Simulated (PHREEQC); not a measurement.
Solution (90 °C): 0.0019 mol HCl, 0.004 mol CuSO4 and 0.0037 mol Na2SO4 per kg of water. Closed to the air; pH follows from the charge balance.

Computed with PHREEQC (ion-association model, phreeqc.dat).

Question: The ionic strength comes out as 0.0214 mol/kgw. What activity coefficients do SO4-2, H+, Cl-, NaSO4-, CuCl+ get?

Answer: SO4-2 0.53, H+ 0.87, Cl- 0.85, NaSO4- 0.86, CuCl+ 0.85.

This is a speciation only: nothing precipitates in the calculation. Away from 25 °C the constants follow the database's enthalpies or fits; those with neither stay at their 25 °C values.
